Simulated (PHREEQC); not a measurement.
Make-up at 25 °C: 0.016 mol PbCl2 per kg of water. It is in equilibrium with CO2 at log p = -2 (atm). Otherwise closed; pH follows from the charge balance.

Computed with PHREEQC (ion-association model, wateq4f.dat).

Precipitation was switched off in this run.

**Question.** Order these Cl species by the share of Cl that they hold, largest first: Cl-, PbCl2, PbCl+.

**Answer.** Cl- (82 %), PbCl+ (17 %), PbCl2 (0.97 %)

**Question.** Order these Pb species by the share of Pb that they hold, largest first: PbCl+, Pb+2, PbCl2, PbHCO3+.

**Answer.** Pb+2 (65 %), PbCl+ (34 %), PbCl2 (0.97 %), PbHCO3+ (0.15 %)

The pH is 4.50 and the ionic strength 0.0368 mol/kgw.
